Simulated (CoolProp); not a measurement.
Aqueous potassium carbonate as a coolant, 29 % by mass, freezing at -17.3 °C, 1 atm.

Computed with CoolProp (Melinder's fits for secondary coolants).

```tsv
T (°C)	cp (kJ/(kg K))	density (kg/m³)	Prandtl number	viscosity (mPa s)
-14.6	2.936	…	…	6.64
-7.3	2.947	1299	…	5.09
-0	2.958	1296	22.2	4.03
7.2	2.969	1293	17.9	3.30
14.5	…	1290	14.6	2.76
21.8	…	1286	12.2	2.34
29	3.004	1283	…	2.02
36.3	3.017	1279	8.86	1.75
```

Q: Some entries are withheld; supply them.

A: 
- -14.6, density (kg/m³): 1301
- -14.6, Prandtl number: 38.0
- -7.3, Prandtl number: 28.5
- 14.5, cp (kJ/(kg K)): 2.980
- 21.8, cp (kJ/(kg K)): 2.992
- 29, Prandtl number: 10.4
